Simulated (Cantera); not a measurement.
A closed system holds: 1 mol CH4, 0.091 mol NH3, 0.97 mol N2, equilibrated at 2650 K and 2200 Pa.

Cantera equilibrium calculation (NASA polynomials, part measured and part estimated; ideal gas, pure solids and liquids). Candidate condensed phases: C, C6H6, C7H8, C8H18; 92 gas species. Kinetics and transport are ignored.

Base state: H2 0.466, N2 0.266, H 0.216, HCN 0.0355, C2H2 (acetylene) 0.00915, HNC 0.00490, CN 0.00116, C2H 0.000410 (mole fractions); condensed: C(graphite).

Question: What changes in the equilibrium state with this change: temperature from 2650 K to 1148 K?

Answer: 
```csv
species,before,after
H2,0.466,0.677
N2,0.266,0.322
CH4,5.72e-7,0.000240
H,0.216,3.98e-7
HCN,0.0355,1.91e-5
CN,0.00116,<1e-9
C2H,0.000410,<1e-9
"C(graphite), mol",0.781,0.999
```

Question: What changes in the equilibrium state with this change: temperature from 2650 K to 2898 K?

Answer: 
```tsv
species	before	after
H	0.216	0.412
H2	0.466	0.286
N2	0.266	0.225
C2H2 (acetylene)	0.00915	0.0131
HCN	0.0355	0.0423
C5	1.12e-6	6.11e-5
C4	2.23e-7	1.15e-5
C(graphite), mol	0.781	0.580
```
